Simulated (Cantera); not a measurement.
Hydrocarbon pyrolysis for carbon deposition

An isothermal, constant-pressure homogeneous reactor starts with 1.92 % C3H8, 98.1 % H2, at 1325 K and 1.78 atm.

Model: GRI-Mech 3.0 (53 species, 325 reactions), integrated in Cantera. GRI-Mech 3.0 was tuned for natural gas; its chemistry of propane as a main component is partial and can be far from experiment. GRI-Mech 3.0 stops at C3 and has no aromatics, soot or wall deposition, so with more carbon than oxygen in the feed, carbon stays in small species such as C2H2 where larger ones or solid carbon would form.

```csv
t (s),x C3H8,x H2,x CH2,x C2H2,x CH4,x C2H,x C2H4
2.00e-6,0.0192,0.981,4.29e-12,8.00e-12,5.07e-6,<1e-12,6.50e-6
1.68e-5,0.0187,0.980,9.06e-10,5.93e-8,0.000460,<1e-12,0.000489
0.000141,0.00949,0.971,1.95e-9,3.54e-5,0.00953,<1e-12,0.00927
0.00119,0.000268,0.962,7.01e-11,0.000522,0.0197,4.32e-12,0.0167
0.0100,7.16e-7,0.961,3.02e-11,0.00184,0.0223,9.85e-12,0.0145
0.0841,4.59e-7,0.955,2.19e-11,0.00281,0.0322,1.10e-11,0.00897
0.707,8.81e-8,0.946,6.72e-12,0.000757,0.0509,1.33e-12,0.00237
5.95,1.60e-9,0.942,1.17e-12,2.59e-5,0.0574,<1e-12,8.89e-5
50.0,1.47e-9,0.942,1.16e-12,2.35e-5,0.0575,<1e-12,8.18e-5
```
x: mole fraction; the columns are a selection and need not sum to one.

Equilibrium at this temperature and pressure: C3H8 1.47e-9, H2 0.942, CH2 1.16e-12, C2H2 2.35e-5, CH4 0.0575, C2H <1e-12, C2H4 8.18e-5 (gas phase only).
